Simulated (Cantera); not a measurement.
**Premixed flame**

A freely propagating, adiabatic, planar premixed flame of 37.8 % H₂, 11.1 % O₂, 51.1 % N₂, equivalence ratio 1.7, unburnt at 600 K and 2.17 atm; unity-Lewis-number transport, grid criteria slope 0.08 and curve 0.16, no radiation.

Detailed kinetics in Cantera: the H2/O2 subset of GRI-Mech 3.0, which has no nitrogen chemistry. The hydrogen kinetics of GRI-Mech 3.0 are dated; newer H2 mechanisms differ, most at raised pressure. Unity Lewis numbers drop preferential diffusion, which matters most where H2 and H carry the flame. Burning velocities carry a grid error of a few per cent, more on coarse grids.

```csv
z (mm),T (K),u (m/s),x H₂,x O₂,x OH,x H₂O,x HO₂,x O
-0.432,600,4.93,0.378,0.111,<1e-8,2.29e-7,<1e-8,<1e-8
-0.288,600,4.93,0.378,0.111,<1e-8,6.31e-6,2.61e-7,<1e-8
-0.216,600,4.93,0.378,0.111,<1e-8,3.00e-5,1.24e-6,<1e-8
-0.144,603,4.95,0.378,0.111,<1e-8,0.000326,1.33e-5,1.11e-7
-0.0720,673,5.51,0.371,0.107,2.92e-5,0.00922,0.000272,1.85e-5
-0.0360,939,7.55,0.335,0.0888,0.000482,0.0483,0.000246,0.000351
0,1332,10.4,0.245,0.0479,0.00215,0.133,9.34e-5,0.00228
0.0360,1590,12.3,0.169,0.0151,0.00468,0.199,2.61e-5,0.00315
0.0720,1722,13.1,0.149,0.00470,0.00596,0.221,7.62e-6,0.00260
0.144,1854,14.0,0.150,0.00142,0.00630,0.231,2.29e-6,0.00180
0.288,1975,14.8,0.157,0.000695,0.00560,0.236,1.14e-6,0.00103
0.576,2075,15.4,0.163,0.000327,0.00436,0.241,5.70e-7,0.000499
1.15,2148,15.8,0.168,0.000132,0.00302,0.244,2.51e-7,0.000205
```
x: mole fraction of selected species; z is measured from the peak of heat release.

```
Item                        Result
------------------------  --------
laminar burning velocity  493 cm/s
thermal thickness         0.144 mm
peak x(OH)                 0.00633
peak x(HO₂)               0.000338
peak x(O)                  0.00318
grid points                    105
```
